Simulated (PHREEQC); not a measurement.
# Buffer

Solution (25 °C): 0.012 mol NaHCO3 and 0.00034 mol Na2SO4 per kg of water. Closed to the air; pH follows from the charge balance.

Model: ion-association model, phreeqc.dat, run in PHREEQC.

Precipitation was switched off in this run.

Task: Predict the pH, ionic strength, specific conductance.

Result: pH 8.21; ionic strength 0.0130 mol/kgw; specific conductance 1120 µS/cm.

Task: In which forms is S present?

Result: SO4-2 96 %, NaSO4- 3.8 % of the S.

Species that the database lacks are ignored.
